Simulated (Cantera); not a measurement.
Feed: 1 mol Zr, 0.47 mol N₂, 450 mol H₂, held at 2.60 bar.

Method: chemical equilibrium by Gibbs-energy minimisation in Cantera with the NASA 1993 tables (ideal gas, pure condensed phases). Candidate condensed phases: Zr, ZrN; 11 gas species. Mutual solubility and eutectic melting of coexisting phases are not modelled. ZrN: taken at fixed stoichiometry. Condensed phases not in the tables: N, O or C dissolved in the metal. Rates play no part.

log p: log10 of the partial pressure in bar; n: condensed amount in mol.

```json
[
 {"T (K)": "1675", "log p H₂": "0.41", "log p H": "-3.73", "log p Zr": "<-11", "log p NH₃": "-10.36", "log p N₂": "<-11", "n Zr(β)": "0.0600", "n ZrN(s)": "0.940", "n Zr(l)": "0"},
 {"T (K)": "1725", "log p H₂": "0.41", "log p H": "-3.52", "log p Zr": "-11.12", "log p NH₃": "-10.09", "log p N₂": "<-11", "n Zr(β)": "0.0600", "n ZrN(s)": "0.940", "n Zr(l)": "0"},
 {"T (K)": "1775", "log p H₂": "0.41", "log p H": "-3.33", "log p Zr": "-10.60", "log p NH₃": "-9.83", "log p N₂": "<-11", "n Zr(β)": "0.0600", "n ZrN(s)": "0.940", "n Zr(l)": "0"},
 {"T (K)": "1825", "log p H₂": "0.41", "log p H": "-3.15", "log p Zr": "-10.12", "log p NH₃": "-9.59", "log p N₂": "-11.30", "n Zr(β)": "0.0600", "n ZrN(s)": "0.940", "n Zr(l)": "0"},
 {"T (K)": "1875", "log p H₂": "0.41", "log p H": "___", "log p Zr": "___", "log p NH₃": "___", "log p N₂": "___", "n Zr(β)": "0.0600", "n ZrN(s)": "0.940", "n Zr(l)": "0"},
 {"T (K)": "1925", "log p H₂": "0.41", "log p H": "-2.81", "log p Zr": "-9.22", "log p NH₃": "-9.14", "log p N₂": "-10.24", "n Zr(β)": "0.0600", "n ZrN(s)": "0.940", "n Zr(l)": "0"},
 {"T (K)": "1975", "log p H₂": "0.41", "log p H": "___", "log p Zr": "___", "log p NH₃": "___", "log p N₂": "___", "n Zr(β)": "0.0600", "n ZrN(s)": "0.940", "n Zr(l)": "0"},
 {"T (K)": "2025", "log p H₂": "0.41", "log p H": "-2.51", "log p Zr": "-8.42", "log p NH₃": "-8.73", "log p N₂": "-9.28", "n Zr(β)": "0.0600", "n ZrN(s)": "0.940", "n Zr(l)": "0"},
 {"T (K)": "2075", "log p H₂": "0.41", "log p H": "-2.37", "log p Zr": "-8.04", "log p NH₃": "-8.55", "log p N₂": "-8.84", "n Zr(β)": "0.0600", "n ZrN(s)": "0.940", "n Zr(l)": "0"},
 {"T (K)": "2125", "log p H₂": "0.41", "log p H": "-2.23", "log p Zr": "-7.69", "log p NH₃": "-8.37", "log p N₂": "-8.41", "n Zr(β)": "0", "n ZrN(s)": "0.940", "n Zr(l)": "0.0600"}
]
```

Q: What belongs in the gaps?

A: 
- 1975, log p H: -2.66
- 1975, log p Zr: -8.81
- 1975, log p NH₃: -8.93
- 1975, log p N₂: -9.75
- 1875, log p H: -2.98
- 1875, log p Zr: -9.66
- 1875, log p NH₃: -9.35
- 1875, log p N₂: -10.75
